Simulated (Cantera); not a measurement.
Charge: 1 mol CH₃Cl, 1.7 mol CH₄, held at 1.00 bar.

These are equilibrium values from Cantera (NASA tables, ideal gas, pure condensed phases), not measurements of a reactor. Candidate condensed phases: C, C₆H₆, C₇H₈, C₈H₁₈; 103 gas species. Ions and electrons are included (thermal ionisation). The tables' values for CCl are old estimates; treat these amounts as uncertain. Kinetics and transport are ignored.

Question: At 5000 K, list the 4 most abundant gas species with their mole fractions, and the condensed phases.

Answer: H 0.728, C 0.158, Cl 0.0753, C₂ 0.0167. Condensed: gas only.
